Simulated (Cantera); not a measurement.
What does this Cantera script print?

```python
import numpy as np
import cantera as ct

gas_names = """
    C CH CH2 CH3 CH2OH CH3O CH4 CH3OH CN CO CO2 COOH C2 C2H CHCO,ketyl C2H2,acetylene C2H2,vinylidene
    CH2CO,ketene C2H3,vinyl CH3CN CH3CO,acetyl C2H4 C2H4O,ethylen CH3CHO,ethanal CH3COOH (HCOOH)2 C2H5
    C2H6 CH3OCH3 C2H5OH CCN CNC C2N2 C2O C3 C3H3,propargyl C3H4,allene C3H4,propyne C3H4,cyclo-
    C3H5,allyl C3H6,propylene C3H6,cyclo- C3H6O C3H7,n-propyl C3H7,i-propyl C3H8 C3H8O,1propanol
    C3H8O,2propanol C3O2 C4 C4H2 C4H4,1,3-cyclo- C4H6,butadiene C4H6,2-butyne C4H6,cyclo- C4H8,1-butene
    C4H8,cis2-buten C4H8,tr2-butene C4H8,isobutene C4H8,cyclo- (CH3COOH)2 C4H9,n-butyl C4H9,i-butyl
    C4H9,s-butyl C4H9,t-butyl C4H10,isobutane C4H10,n-butane C4N2 C5 C5H6,1,3cyclo- C5H8,cyclo-
    C5H10,1-pentene C5H10,cyclo- C5H11,pentyl C5H11,t-pentyl C5H12,n-pentane C5H12,i-pentane
    CH3C(CH3)2CH3 C6H2 C6H5,phenyl C6H5O,phenoxy C6H6 C6H5OH,phenol C6H10,cyclo- C6H12,1-hexene
    C6H12,cyclo- C6H13,n-hexyl C7H7,benzyl C7H8 C7H8O,cresol C7H14,1-heptene C7H15,n-heptyl
    C7H16,n-heptane C8H8,styrene C8H10,ethylbenz C8H16,1-octene C8H17,n-octyl C8H18,isooctane
    C8H18,n-octane C9H19,n-nonyl C10H8,naphthale C10H21,n-decyl C12H9,o-bipheny C12H10,bipheny H HCN HCO
    HCCN HNC HNCO HNO HNO2 HNO3 HO2 H2 HCHO,formaldehy HCOOH H2O H2O2 N NCO NH NH2 NH3 NH2OH NO NO2 NO3
    N2 N2H2 N2H4 N2O O OH O2 O3 Si SiC SiC2 SiC4H12 SiH SiH2 SiH3 SiH4 SiN SiO SiO2 Si2 Si2C Si2N Si3
""".split()
cond_names = """
    C(gr) C6H6(L) C7H8(L) C8H18(L),n-octa H2O(s) H2O(L) Si(cr) Si(L) SiC(b) SiO2(Lqz) SiO2(hqz) SiO2(L)
    Si2N2O(s) Si3N4(a)
""".split()


def load(file, names, dense=False):
    # The tables refer to 1 bar. Condensed volumes are neglected.
    table = {s.name: s for s in ct.Species.list_from_file(file)}
    out = []
    for n in names:
        d = dict(table[n].input_data)
        d["thermo"] = dict(d["thermo"], **{"reference-pressure": 1e5})
        if dense:
            d["equation-of-state"] = {"model": "constant-volume", "density": "1e6 g/cm^3"}
        out.append(ct.Species.from_dict(d))
    return out


gas = ct.Solution(thermo="ideal-gas", species=load("nasa_gas.yaml", gas_names))
cond = {s.name: ct.Solution(thermo="fixed-stoichiometry", species=[s], name=s.name)
        for s in load("nasa_condensed.yaml", cond_names, dense=True)}
atoms = {
    'SiC': {'Si': 1, 'C': 1},
    'H2O': {'H': 2, 'O': 1},
    'N2': {'N': 2},
}
top_T = {'C(gr)': 4500, 'SiC(b)': 3050, 'Si2N2O(s)': 2100, 'Si3N4(a)': 2400}  # K; cautious upper limits of use, not melting points


def equilibrate(T, P, feed):
    n = {}
    for name, mol in feed.items():
        for a, k in atoms[name].items():
            n[a] = n.get(a, 0.0) + k * mol
    gas.TPX = T, P, n
    mass = sum(n.values()) * gas.mean_molecular_weight
    gas.equilibrate("TP")
    valid = [c for c in cond.values() if c.min_temp <= T <= top_T.get(c.name, c.max_temp)]
    mix = ct.Mixture([(gas, mass / gas.mean_molecular_weight)] + [(c, 0.0) for c in valid])
    mix.T, mix.P = T, P
    mix.equilibrate("TP", solver="vcs", rtol=1e-11, max_steps=5000)
    return mix


results = []
feed = {'SiC': 1, 'H2O': 0.19, 'N2': 80}  # mol
P = 520000  # Pa
for T in [1323, 1423, 1523, 1623, 1723, 1823, 1923, 2023, 2123, 2223]:
    mix = equilibrate(T, P, feed)
    results.append((T, P, feed, dict(zip(mix.species_names, mix.species_moles))))

top = {s: max(r[3][s] / sum(r[3][g] for g in gas_names) for r in results) for s in gas_names}
cols = sorted((s for s in top if top[s] > 0.001), key=lambda s: -top[s])[:7]
seen = [c for c in cond_names if any(r[3].get(c, 0) > 1e-12 for r in results)]
print("log10 of partial pressures in bar; condensed amounts in mol")
print(f"{'T/K':>10s}" + "".join(f"{s[:9]:>10s}" for s in cols + seen))
for T, P, feed, n in results:
    ng = sum(n[g] for g in gas_names)
    print(f"{T:10.4g}" + "".join(f"{np.log10(max(n[s] / ng * P / 1e5, 1e-99)):10.3f}" for s in cols)
          + "".join(f"{n.get(c, 0):10.4g}" for c in seen))
```

Result:

```
log10 of partial pressures in bar; condensed amounts in mol
       T/K        N2        H2        CO     C(gr)    SiC(b) Si2N2O(s)  Si3N4(a)
      1323     0.715    -1.907    -5.338    0.9989         0    0.1899    0.2067
      1423     0.715    -1.909    -4.429    0.9971         0    0.1894     0.207
      1523     0.715    -1.912    -3.641    0.9916         0    0.1865     0.209
      1623     0.715    -1.917    -2.952    0.9736         0    0.1729    0.2181
      1723     0.715    -1.926    -2.345    0.9144         0    0.1206    0.2529
      1823     0.714    -1.939    -1.909     0.784         0         0    0.3331
      1923     0.714    -1.953    -1.915         0    0.7777         0   0.07338
      2023     0.714    -1.951    -1.927         0    0.7864         0   0.06861
      2123     0.714    -1.951    -1.963         0    0.8036         0   0.05768
      2223     0.714    -1.954    -2.047         0    0.8351         0   0.03505
```

These are equilibrium values from Cantera (NASA tables, ideal gas, pure condensed phases), not measurements of a reactor. N2 is the only nitrogen source here; it is nearly inert below about 1500 K, so the nitride shown seldom forms there in practice. Mutual solubility and eutectic melting of coexisting phases are not modelled. The tables' values for SiN are old estimates; treat these amounts as uncertain.
